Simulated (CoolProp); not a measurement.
A Linde-Hampson liquefier for oxygen: isothermal reversible compression at 280 K from 1 atm to 10 MPa, throttling to 1 atm, return gas leaving the recuperator 2 K below the feed. Each further row changes one setting.

Computed with CoolProp (reference Helmholtz-energy equation of state, Schmidt 1985).

| case | liquid yield per pass | compression work (kJ/kg of gas) |
|---|---|---|
| as stated | [?] | 328 |
| high pressure 20 MPa | [?] | 375 |
| warm-end temperature 310 K | 0.048 | [?] |
| warm-end gap 7 K | 0.054 | 328 |

Question: Some entries are withheld; supply them.

Answer: 
- as stated, liquid yield per pass: 0.065
- high pressure 20 MPa, liquid yield per pass: 0.124
- warm-end temperature 310 K, compression work (kJ/kg of gas): 366

Above 300 K oxygen's equation is extrapolated.
